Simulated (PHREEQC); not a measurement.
Solution A (0.031 mol TMAH and 0.0009 mol Na2CO3 per kg of water) is mixed with solution B (0.18 mol/kgw HF and 0.0004 mol/kgw (CH3)4NF) at 25 °C; shares are by mass of water, 1 kg in all. O2 is buffered at 0.21 atm. The system is closed to CO2. Solids allowed: Nahcolite, Natron. Others were left out.

The series has 11 steps of share of solution B, from 0 to 1.

The numbers come from PHREEQC with the ion-association model, wateq4f.dat.

Task: Between which two steps does the pH jump most, and from what to what?

Result: Between share of solution B = 0.1 and 0.2: from 11.92 to 3.60.

(CH3)4N+ isn't in the database: it is added as a free cation with an ion size of 4 Å. wateq4f.dat counts part of the HF as a dimer, H2F2, which phreeqc.dat doesn't know; its constant is uncertain.
